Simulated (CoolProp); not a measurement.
Vapour-liquid equilibrium of ethane (1) + hydrogen chloride (2) at 0.62 bar; x and y are mole fractions of (1).

Values from CoolProp's multi-fluid Helmholtz-energy mixture model, Bücker 2006 and Thol 2018; pair parameters Bell 2016.

| x | bubble temperature, mixture model (K) | bubble temperature, Raoult's law (K) | y, mixture model | y, Raoult's law |
|---|---|---|---|---|
| 0.05 | 175.5 | 179.7 | 0.279 | 0.062 |
| 0.125 | 172.4 | 179.4 | 0.442 | 0.153 |
| 0.2 | 171.2 | 179.1 | 0.502 | 0.241 |
| 0.275 | 170.8 | 178.8 | 0.527 | 0.325 |
| 0.35 | 170.6 | 178.5 | 0.538 | 0.407 |
| 0.425 | 170.6 | 178.2 | 0.543 | 0.485 |
| 0.5 | 170.6 | 177.9 | 0.548 | 0.561 |
| 0.575 | 170.6 | 177.6 | 0.556 | 0.634 |
| 0.65 | 170.6 | 177.3 | 0.571 | 0.704 |
| 0.725 | 170.8 | 177.0 | 0.596 | 0.772 |
| 0.8 | 171.2 | 176.7 | 0.639 | 0.837 |
| 0.875 | 172.1 | 176.4 | 0.713 | 0.900 |
| 0.95 | 173.9 | 176.1 | 0.846 | 0.961 |

The largest gap from Raoult's law is -8.0 K in bubble temperature, at x = 0.275. y crosses x between x = 0.5 and 0.575: the model has an azeotrope there.

The pair parameters rest on a limited set of measurements; away from them the model extrapolates.
